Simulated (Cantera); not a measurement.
A perfectly stirred reactor is fed with 89.3 % NO, 10.7 % N2, at 3700 Pa; it is held at 1675 K, and followed from long to short residence time.

Detailed kinetics in Cantera: GRI-Mech 3.0 (53 species, 325 reactions). Radical loss at walls, strong at low pressure, is not modelled.

**Question.** Predict: x(NO) at τ = 12.0 s; x(N2O) at τ = 12.0 s; x(O) at τ = 12.0 s; x(NO2) at τ = 12.0 s; x(O2) at τ = 12.0 s; x(NO) at τ = 0.230 s; x(N2O) at τ = 0.230 s; x(O) at τ = 0.230 s; x(NO2) at τ = 0.230 s; x(O2) at τ = 0.230 s.

**Answer.** 
```json
{
  "x(NO) at τ = 12.0 s": "0.844",
  "x(N2O) at τ = 12.0 s": "0.000236",
  "x(O) at τ = 12.0 s": "3.64e-5",
  "x(NO2) at τ = 12.0 s": "0.000179",
  "x(O2) at τ = 12.0 s": "0.0242",
  "x(NO) at τ = 0.230 s": "0.892",
  "x(N2O) at τ = 0.230 s": "0.000176",
  "x(O) at τ = 0.230 s": "1.90e-5",
  "x(NO2) at τ = 0.230 s": "7.01e-5",
  "x(O2) at τ = 0.230 s": "0.000366"
}
```
